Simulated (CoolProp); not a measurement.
Chloromethane (R40) along the isobar 239 bar: Z from the reference equation and from simpler models built on Tc = 145.5 °C, pc = 69.29 bar, ω = 0.150; each cubic takes its own stable root.

Computed with CoolProp (reference Helmholtz-energy equation of state, Thol 2014).

```csv
T (°C),phase,reference
-0.35,liquid,0.5341
6.15,liquid,0.5271
12.65,liquid,0.5206
19.15,liquid,0.5146
25.65,liquid,0.5090
32.15,liquid,0.5039
38.55,liquid,0.4992
45.05,liquid,0.4948
51.55,liquid,0.4909
58.05,liquid,0.4873
64.55,liquid,0.4841
71.05,liquid,0.4813
77.55,liquid,0.4788
```

Problem. How far does each simpler model (van der Waals, Redlich-Kwong, Soave-Redlich-Kwong, Peng-Robinson) lie from the reference over these 13 states: mean and median of the absolute difference, and the worst?

Solution. 
- van der Waals: mean 51.9 %, median 52.1 %, worst +55.1 % at -0.35 °C and 239 bar
- Redlich-Kwong: mean 9.1 %, median 9.1 %, worst +9.5 % at 77.55 °C and 239 bar
- Soave-Redlich-Kwong: mean 7.8 %, median 7.7 %, worst +8.1 % at 77.55 °C and 239 bar
- Peng-Robinson: mean 4.2 %, median 4.2 %, worst -4.3 % at 32.15 °C and 239 bar
